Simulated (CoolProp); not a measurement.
Vapour-liquid equilibrium of R134a (1) + R152A (2) at 0.0444 MPa; x and y are mole fractions of (1).

Values from CoolProp's multi-fluid Helmholtz-energy mixture model, Tillner-Roth 1994 and Outcalt 1996; pair parameters Lemmon 2004.

Problem. Give the bubble temperature and the first vapour's composition at x = 0.125, 0.575, 0.875. Is there an azeotrope?

Solution. x = 0.125: -40.9 °C, y = 0.117; x = 0.575: -41.1 °C, y = 0.602; x = 0.875: -42.1 °C, y = 0.898. y crosses x between x = 0.275 and 0.35: the model has an azeotrope there.

The pair parameters rest on a limited set of measurements; away from them the model extrapolates.
